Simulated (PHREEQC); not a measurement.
Solution (25 °C): 0.017 mol Cu(NO3)2, 0.22 mol HNO3 and 0.18 mol KCl per kg of water. Closed to the air; pH follows from the charge balance.

The numbers come from PHREEQC with the ion-association model, phreeqc.dat.

Each row changes one thing in this solution. No solid was allowed to form.

```json
[
 {"case": "as made", "pH": "0.77", "Cu+2 (mol/kgw)": "0.0151", "CuCl+ (mol/kgw)": "0.00186", "CuCl2 (mol/kgw)": "6.94e-5", "CuCl3- (mol/kgw)": "4.85e-8", "CuOH+ (mol/kgw)": "3.44e-10", "SI of Sylvite (KCl)": "-2.76"},
 {"case": "Cu(NO3)2 from 0.017 to 0.17 mol/kgw", "pH": "0.78", "Cu+2 (mol/kgw)": "0.155", "CuCl+ (mol/kgw)": "0.0147", "CuCl2 (mol/kgw)": "0.000399", "CuCl3- (mol/kgw)": "2.87e-7", "CuOH+ (mol/kgw)": "3.22e-9", "SI of Sylvite (KCl)": "-2.86"},
 {"case": "KCl from 0.18 to 0.018 mol/kgw", "pH": "0.76", "Cu+2 (mol/kgw)": "0.0168", "CuCl+ (mol/kgw)": "0.000235", "CuCl2 (mol/kgw)": "[?]", "CuCl3- (mol/kgw)": "6.68e-11", "CuOH+ (mol/kgw)": "4.09e-10", "SI of Sylvite (KCl)": "-4.72"},
 {"case": "temperature from 25 to 50 °C", "pH": "0.78", "Cu+2 (mol/kgw)": "0.0124", "CuCl+ (mol/kgw)": "0.00441", "CuCl2 (mol/kgw)": "0.000202", "CuCl3- (mol/kgw)": "[?]", "CuOH+ (mol/kgw)": "[?]", "SI of Sylvite (KCl)": "-2.90"}
]
```

Problem. Some entries are withheld; supply them.

Solution. 
- KCl from 0.18 to 0.018 mol/kgw, CuCl2 (mol/kgw): 9.96e-7
- temperature from 25 to 50 °C, CuCl3- (mol/kgw): 2.08e-7
- temperature from 25 to 50 °C, CuOH+ (mol/kgw): 2.76e-10

The ionic strength passes 0.7 mol/kgw, the rough limit of the ion-association models, in Cu(NO3)2 from 0.017 to 0.17 mol/kgw. Species that the database lacks are ignored. Away from 25 °C the constants follow the database's enthalpies or fits; those with neither stay at their 25 °C values.
